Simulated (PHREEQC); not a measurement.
A made-up water analysis in mg/kgw, 20 °C, pH 6.74, pe 9.3: Na 3120; K 57.1; Ca 94.9; Mg 102; Cl 1100; S(6) as SO4 4220; Alkalinity as HCO3 5.89; Cd 16.5; Pb 8.21; N(5) as NO3 2.06.

Valence states are taken as typed.

Model: ion-association model, phreeqc.dat, run in PHREEQC.

No solid was allowed to form.

**Question.** Predict the ionic strength.

**Answer.** ionic strength 0.160 mol/kgw.

**Question.** In which forms is C present?

**Answer.** HCO3- 72 %, CO2 23 %, NaHCO3 3.0 %, MgHCO3+ 0.7 %, PbCO3 0.7 % of the C.

Saturation is exceeded, for instance for Anglesite; the values hold only as long as no solid forms.
